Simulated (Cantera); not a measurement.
## Pyrogenic steam for wet oxidation

An isothermal, constant-pressure homogeneous reactor starts with 7.89 % H₂, 4.39 % O₂, 87.7 % N₂, equivalence ratio 0.90, at 1023 K and 0.270 bar.

Model: GRI-Mech 3.0 (53 species, 325 reactions), integrated in Cantera. The temperature is held fixed by assumption; the heat of reaction is taken as removed at once.

```csv
t (s),x H₂,x O₂,x H₂O,x HO₂,x OH,x N₂O,x NO
5.00e-6,0.0789,0.0439,<1e-12,6.33e-12,<1e-12,<1e-12,<1e-12
1.92e-5,0.0789,0.0439,1.75e-12,2.46e-11,<1e-12,<1e-12,<1e-12
7.34e-5,0.0789,0.0439,4.62e-11,1.01e-10,4.44e-12,<1e-12,<1e-12
0.000281,0.0789,0.0439,2.17e-9,6.88e-10,8.06e-11,<1e-12,<1e-12
0.00108,0.0789,0.0438,1.80e-5,2.22e-6,5.82e-7,1.61e-12,<1e-12
0.00413,0.00352,0.00681,0.0766,2.03e-6,0.000297,1.22e-8,1.94e-6
0.0158,0.000420,0.00476,0.0817,1.22e-6,6.41e-5,1.78e-8,2.03e-6
0.0606,4.18e-5,0.00458,0.0821,4.74e-7,1.60e-5,2.10e-8,2.02e-6
0.232,3.13e-6,0.00457,0.0822,5.71e-8,4.94e-6,2.21e-8,1.99e-6
0.889,2.09e-7,0.00456,0.0822,5.23e-9,1.76e-6,2.25e-8,2.00e-6
3.41,2.51e-8,0.00456,0.0822,8.28e-10,7.45e-7,2.26e-8,2.01e-6
13.1,5.10e-9,0.00457,0.0822,1.89e-10,3.55e-7,2.23e-8,2.02e-6
50.0,1.32e-9,0.00457,0.0822,6.41e-11,1.82e-7,2.07e-8,2.03e-6
```
x: mole fraction; the columns are a selection and need not sum to one.

Equilibrium at this temperature and pressure: H₂ 4.03e-10, O₂ 0.00456, H₂O 0.0822, HO₂ 4.93e-11, OH 8.64e-8, N₂O 2.87e-10, NO 6.39e-6 (gas phase only).
